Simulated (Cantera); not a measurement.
Charge: 1 mol Pb, 12 mol N2, 1 mol O2, held at 0.280 bar.

Equilibrium computed with Cantera from the NASA thermochemical tables; the gas is ideal and each condensed phase is pure. Candidate condensed phases: Pb, PbO, PbO2, Pb3O4; 12 gas species. Kinetics and transport are ignored.

x: gas mole fraction; n: condensed amount in mol.

```csv
T (K),x N2,x O2,x NO,x PbO,n PbO(red),n PbO(yellow)
650,0.960,0.0400,4.05e-8,<1e-12,1.00,0
700,0.960,0.0400,1.36e-7,<1e-12,1.00,0
750,0.960,0.0400,3.86e-7,1.50e-11,1.00,0
800,0.960,0.0400,9.65e-7,2.50e-10,0,1.00
850,0.960,0.0400,?,?,0,1.00
900,0.960,0.0400,?,?,0,1.00
950,0.960,0.0400,8.45e-6,1.88e-7,0,1.000
1000,0.960,0.0400,1.51e-5,1.09e-6,0,1.000
1050,0.960,0.0400,2.54e-5,5.29e-6,0,1.000
```

Problem. Fill in the missing entries.

Solution. 
- 900, x NO: 4.44e-6
- 900, x PbO: 2.67e-8
- 850, x NO: 2.17e-6
- 850, x PbO: 2.97e-9
